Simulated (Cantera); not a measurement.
An isothermal, constant-pressure homogeneous reactor starts with H2 : O2 = 0.054 : 1 (molar parts), equivalence ratio 0.027, at 1425 K and 2670 Pa. Integrator tolerance rtol = 1e-08.

Computed with Cantera and GRI-Mech 3.0 (53 species, 325 reactions). Radical loss at walls, strong at low pressure, is not modelled. The temperature is held fixed by assumption; the heat of reaction is taken as removed at once.

Question: What does this change do: H2 0.054 to 0.0094 parts?

Answer: 
| quantity | before | after |
|---|---|---|
| x(H2) at 2.00 s | 6.25e-7 (gas-phase equilibrium 2.19e-7) | 5.19e-7 (gas-phase equilibrium 3.81e-8) |
| x(O2) at 2.00 s | 0.947 (gas-phase equilibrium 0.947) | 0.990 (gas-phase equilibrium 0.991) |
| x(H) at 2.00 s | 9.44e-8 (gas-phase equilibrium 1.97e-8) | 4.12e-7 (gas-phase equilibrium 8.21e-9) |
| x(OH) at 2.00 s | 0.000174 (gas-phase equilibrium 0.000103) | 0.000162 (gas-phase equilibrium 4.40e-5) |
| x(H2O) at 2.00 s | 0.0525 (gas-phase equilibrium 0.0525) | 0.00927 (gas-phase equilibrium 0.00933) |
